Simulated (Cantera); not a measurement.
Feed: 1 mol Cu, 5.4 mol F2, 0.9 mol H2, at 0.660 bar.

These are equilibrium values from Cantera (NASA tables, ideal gas, pure condensed phases), not measurements of a reactor. Candidate condensed phases: Cu, CuF2; 15 gas species. Equilibrium is a limit: real reactors are often held back by kinetics, nucleation or transport.

**Question.** Which condensed phases are stable at each of these points (T (°C)): 277, 377, 477, 577, 677, 777, 877?

**Answer.** 
```
T (°C)  condensed phases  Cu condensed (%)
------  ----------------  ----------------
277              CuF2(s)             100.0
377              CuF2(s)             100.0
477              CuF2(s)             100.0
577              CuF2(s)             100.0
677              CuF2(s)             100.0
777              CuF2(s)             100.0
877              CuF2(l)              99.5
```

From 277 °C to 777 °C the condensed part is CuF2(s). At 877 °C the condensed part is CuF2(l).
